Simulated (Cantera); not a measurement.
Charge: 1 mol c-C₄F₈, 2.5 mol F₂, equilibrated at 100 Torr.

Equilibrium computed with Cantera from the NASA thermochemical tables; the gas is ideal and each condensed phase is pure. Candidate condensed phases: C; 13 gas species. The feed counts by its element totals alone. Gases not in the tables: C₂F₆ and larger saturated fluorocarbons. Rates play no part.

### Question
Which condensed phases are stable at each of these points (T (K)): 1725, 1875, 2025, 2175, 2325, 2475, 2625, 2775, 2925?

### Answer
```csv
T (K),condensed phases,C condensed (%)
1725,C(graphite),18.7
1875,C(graphite),18.3
2025,C(graphite),17.2
2175,C(graphite),14.3
2325,C(graphite),7.4
2475,gas only,0.0
2625,gas only,0.0
2775,gas only,0.0
2925,gas only,0.0
```

From 1725 K to 2325 K the condensed part is C(graphite). From 2475 K to 2925 K nothing is condensed.
